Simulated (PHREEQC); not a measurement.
Dissolve 0.1 mol/kgw Cu(NO3)2, 0.0019 mol/kgw HNO3 and 0.12 mol/kgw FeCl3 at 25 °C. It is in equilibrium with CO2 at log p = -3.5 (atm). Otherwise closed; pH follows from the charge balance.

The numbers come from PHREEQC with the ion-association model, phreeqc.dat.

Precipitation was switched off in this run.

Problem. What pH, ionic strength does the model give?

Solution. pH 1.90; ionic strength 0.731 mol/kgw.

Problem. In which forms is Cl present?

Solution. Cl- 72 %, FeCl+2 17 %, FeCl2+ 7.1 %, CuCl+ 3.7 % of the Cl.

Examples of supersaturated solids here: Hematite (slow to form), Goethite (slow to form). Others may be too. Ionic strength above about 0.7 mol/kgw puts this run outside the model's range.
